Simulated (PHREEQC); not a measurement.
Synthetic water in mg/kgw, 25 °C, pH 6.31, pe 1.4: Na 2520; K 1630; Ca 388; Mg 474; Cl 20700; S(6) as SO4 842; Alkalinity as HCO3 16.2; F 1.55.

Valence states are taken as typed.

Equilibrium calculation in PHREEQC: ion-association model, phreeqc.dat.

Q: The ionic strength comes out as 0.434 mol/kgw. What activity coefficients do K+, MgF+, Ca+2, Na+, Mg+2 get?

A: K+ 0.65, MgF+ 0.68, Ca+2 0.27, Na+ 0.72, Mg+2 0.30.

This is a speciation only: nothing precipitates in the calculation. Complexes and solids missing from the database can't appear.
